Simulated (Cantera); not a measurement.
Mixture: CH₃OH : O₂ : N₂ = 1 : 0.714 : 2.69 (molar parts), equivalence ratio 2.1, at 1.00 bar, adiabatic and at constant pressure. Ignition delay is the time to a rise of 400 K.

Model: GRI-Mech 3.0 (53 species, 325 reactions), integrated in Cantera. GRI-Mech 3.0 was tuned for natural gas; its chemistry of methanol as a main component is partial and can be far from experiment.

Predict: delay at 1300 K; delay at 1500 K; delay at 1700 K; delay at 1900 K; delay at 2100 K; apparent activation energy between 2000 and 2200 K.


```
Property                                                 Value
--------------------------------------------------  ----------
delay at 1300 K                                        1.78 ms
delay at 1500 K                                       0.176 ms
delay at 1700 K                                        35.6 µs
delay at 1900 K                                        11.4 µs
delay at 2100 K                                        5.02 µs
apparent activation energy between 2000 and 2200 K  120 kJ/mol
```
